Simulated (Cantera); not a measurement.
## Premixed flame

A freely propagating, adiabatic, planar premixed flame of 24.0 % H₂, 15.0 % O₂, 56.3 % N₂, 4.79 % H₂O, unburnt at 525 K and 60000 Pa; mixture-averaged transport, grid criteria slope 0.08 and curve 0.16, no radiation.

Computed with Cantera and the H2/O2 subset of GRI-Mech 3.0, which has no nitrogen chemistry. Burning velocities carry a grid error of a few per cent, more on coarse grids.

```tsv
z (mm)	T (K)	u (m/s)	x H₂	x O₂	x H₂O	x O	x H₂O₂	x OH
-2.38	525	4.25	0.240	0.150	0.0479	<1e-8	<1e-8	<1e-8
-1.59	525	4.25	0.240	0.150	0.0479	<1e-8	<1e-8	<1e-8
-1.19	525	4.25	0.240	0.150	0.0479	<1e-8	<1e-8	<1e-8
-0.795	525	4.25	0.239	0.150	0.0479	<1e-8	<1e-8	<1e-8
-0.397	537	4.32	0.233	0.150	0.0488	3.39e-6	4.57e-6	1.87e-5
-0.199	728	5.71	0.201	0.147	0.0668	0.000180	2.36e-5	0.000683
0	1135	8.62	0.119	0.116	0.140	0.00377	5.57e-6	0.00255
0.199	1433	10.8	0.0484	0.0675	0.225	0.01000	3.60e-6	0.00794
0.397	1582	11.8	0.0308	0.0516	0.252	0.0113	2.14e-6	0.0113
0.795	1735	12.8	0.0261	0.0458	0.265	0.00991	1.07e-6	0.0137
1.59	1881	13.8	0.0219	0.0420	0.278	0.00744	5.61e-7	0.0147
3.18	2009	14.6	0.0162	0.0388	0.291	0.00494	3.36e-7	0.0141
6.36	2109	15.2	0.0104	0.0363	0.303	0.00288	2.26e-7	0.0121
```
x: mole fraction of selected species; z is measured from the peak of heat release.

| Item | Value |
|---|---|
| laminar burning velocity | 425 cm/s |
| thermal thickness | 0.795 mm |
| peak x(O) | 0.0113 |
| peak x(H₂O₂) | 2.39e-5 |
| peak x(OH) | 0.0147 |
| grid points | 118 |
